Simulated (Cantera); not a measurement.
## CHF3 + Si + CH4 (fluorocarbon and chlorocarbon gases)

Feed: 1 mol CHF3, 0.008 mol Si, 0.42 mol CH4.

These are equilibrium values from Cantera (NASA tables, ideal gas, pure condensed phases), not measurements of a reactor. Candidate condensed phases: C, C6H6, C7H8, C8H18, Si, SiC; 113 gas species. The tables' values for SiF2, SiF3 are old estimates. Kinetics and transport are ignored.

Map the stable condensed phases over T = 2800, 2825, 2850, 2875, 2900, 2925, 2950, 2975, 3000, 3025, 3050, 3075 K and P in Pa = 1, 4.2, 18, 75, 320, 1300, 5600, 24000, 100000.


```
T in K \ P in Pa
              1    4.2     18     75    320   1300   5600  24000 100000
   3075       A      A      A      A      A      B      B      B      B
   3050       A      A      A      A      A      B      B      B      B
   3025       A      A      A      A      A      B      B      B      B
   3000       A      A      A      A      A      B      B      B      B
   2975       A      A      A      A      B      B      B      B      B
   2950       A      A      A      A      B      B      B      B      B
   2925       A      A      A      A      B      B      B      B      B
   2900       A      A      A      A      B      B      B      B      B
   2875       A      A      A      A      B      B      B      B      B
   2850       A      A      A      B      B      B      B      B      B
   2825       A      A      A      B      B      B      B      B      B
   2800       A      A      A      B      B      B      B      B      B
```
A: gas only; B: C.
